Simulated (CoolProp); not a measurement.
Vapour-liquid equilibrium of cyclohexane (1) + dimethyl carbonate (2) at 0.0122 MPa; x and y are mole fractions of (1).

Model: multi-fluid Helmholtz-energy mixture model, Zhou 2014 and Zhou 2011; pair parameters Bell 2016, in CoolProp.

| x | bubble temperature (K) | y at the bubble point | dew temperature at overall composition x (K) | liquid density (mol/L) |
|---|---|---|---|---|
| 0.05 | 301.7 | 0.319 | 307.7 | 11.57 |
| 0.125 | 296.2 | 0.515 | 306.2 | 11.38 |
| 0.2 | 293.6 | 0.595 | 304.5 | 11.16 |
| 0.275 | 292.4 | 0.632 | 302.8 | 10.94 |
| 0.35 | 291.9 | 0.649 | 300.9 | 10.72 |
| 0.425 | 291.7 | 0.656 | 298.9 | 10.51 |
| 0.5 | 291.7 | 0.659 | 296.6 | 10.31 |
| 0.575 | 291.7 | 0.660 | 294.3 | 10.12 |
| 0.65 | 291.7 | 0.664 | 291.9 | 9.944 |
| 0.725 | 291.7 | 0.674 | 292.2 | 9.779 |
| 0.8 | 291.9 | 0.696 | 293.4 | 9.623 |
| 0.875 | 292.5 | 0.745 | 294.6 | 9.473 |
| 0.95 | 294.2 | 0.852 | 295.9 | 9.322 |

y crosses x between x = 0.65 and 0.725: the model has an azeotrope there.

Pair parameters are fitted to limited data, so mixtures are less certain than the pure fluids.
